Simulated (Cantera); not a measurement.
An isothermal, constant-pressure homogeneous reactor starts with 10.1 % C2H4, 89.9 % H2, at 1550 K and 0.735 Torr.

Computed with Cantera and GRI-Mech 3.0 (53 species, 325 reactions). GRI-Mech 3.0 was tuned for natural gas; its chemistry of ethylene as a main component is partial and can be far from experiment. GRI-Mech 3.0 stops at C3 and has no aromatics, soot or wall deposition, so with more carbon than oxygen in the feed, carbon stays in small species such as C2H2 where larger ones or solid carbon would form. Radical loss at walls, strong at low pressure, is not modelled.

### Question
Predict: x(C2H4) at 50.0 s; x(H2) at 50.0 s; x(C2H2) at 50.0 s; x(CH3) at 50.0 s; x(H) at 50.0 s.

### Answer
| Property | Value |
|---|---|
| x(C2H4) at 50.0 s | 1.43e-5 (gas-phase equilibrium 1.41e-5) |
| x(H2) at 50.0 s | 0.908 (gas-phase equilibrium 0.908) |
| x(C2H2) at 50.0 s | 0.0913 (gas-phase equilibrium 0.0912) |
| x(CH3) at 50.0 s | 1.11e-7 (gas-phase equilibrium 2.77e-6) |
| x(H) at 50.0 s | 0.000872 (gas-phase equilibrium 0.000965) |
